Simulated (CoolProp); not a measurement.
Vapour-liquid equilibrium of C2F6 (R116) (1) + R143a (2) at 187.1 K; x and y are mole fractions of (1).

Model: multi-fluid Helmholtz-energy mixture model, Lemmon 2006 and Lemmon and Jacobsen 2000; pair parameters Bell 2016, in CoolProp.

```
x      bubble pressure (kPa)  y at the bubble point  dew pressure at overall composition x (kPa)  liquid density (mol/L)
-----  ---------------------  ---------------------  -------------------------------------------  ----------------------
0.05                     ___                  0.549                                        10.77                   14.87
0.125                  34.80                  0.733                                        11.66                   14.56
0.2                    43.63                  0.798                                        12.71                   14.27
0.275                  49.46                  0.829                                        13.97                   13.98
0.35                   53.21                  0.848                                          ___                     ___
0.425                  55.61                  0.859                                        17.40                   13.44
0.5                      ___                  0.867                                        19.84                   13.19
0.575                  58.37                  0.874                                        23.05                   12.95
0.65                   59.41                  0.881                                        27.48                   12.73
0.725                  60.49                  0.890                                        33.95                   12.52
0.8                    61.70                  0.903                                        44.02                   12.32
0.875                    ___                  0.925                                        58.60                   12.14
0.95                   64.20                  0.962                                        63.92                   11.98
```

### Question
Fill in the missing entries.

### Answer

- 0.05, bubble pressure (kPa): 21.83
- 0.35, dew pressure at overall composition x (kPa): 15.50
- 0.35, liquid density (mol/L): 13.71
- 0.5, bubble pressure (kPa): 57.20
- 0.875, bubble pressure (kPa): 63.01

No azeotrope shows between x = 0.05 and 0.95.

Pair parameters are fitted to limited data, so mixtures are less certain than the pure fluids. With so large a gap from Raoult's law the liquid may split in two, which this calculation doesn't test in full.
